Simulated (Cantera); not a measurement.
A closed system holds: 1 mol NH₃, 3.7 mol O₂, 7 mol H₂, at 898.15 K and 13.3 mbar.

These are equilibrium values from Cantera (NASA tables, ideal gas, pure condensed phases), not measurements of a reactor. Candidate condensed phases: H₂O; 24 gas species. Equilibrium is a limit: real reactors are often held back by kinetics, nucleation or transport.

What is the equilibrium state?


| Item | Value |
|---|---|
| x(H₂O) | 0.822 |
| x(H₂) | 0.122 |
| x(N₂) | 0.0556 |
| gas amount | 9.000 mol |
